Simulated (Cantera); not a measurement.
Feed: 1 mol trisilylamine, 1.7 mol N2, equilibrated at 5.20 Pa.

These are equilibrium values from Cantera (NASA tables, ideal gas, pure condensed phases), not measurements of a reactor. Candidate condensed phases: Si, Si3N4; 18 gas species. The feed counts by its element totals alone. Mutual solubility and eutectic melting of coexisting phases are not modelled. Kinetics and transport are ignored.

Which condensed phases are stable at each of these points (T (K)): 925, 1000, 1075, 1150, 1225, 1300, 1375, 1450?


| T (K) | condensed phases | Si condensed (%) |
|---|---|---|
| 925 | Si3N4(s) | 100.0 |
| 1000 | Si3N4(s) | 100.0 |
| 1075 | Si3N4(s) | 100.0 |
| 1150 | Si3N4(s) | 100.0 |
| 1225 | Si3N4(s) | 100.0 |
| 1300 | Si3N4(s) | 100.0 |
| 1375 | Si(s) + Si3N4(s) | 100.0 |
| 1450 | Si(s) | 100.0 |

From 925 K to 1300 K the condensed part is Si3N4(s). At 1375 K the condensed part is Si(s) + Si3N4(s). At 1450 K the condensed part is Si(s).
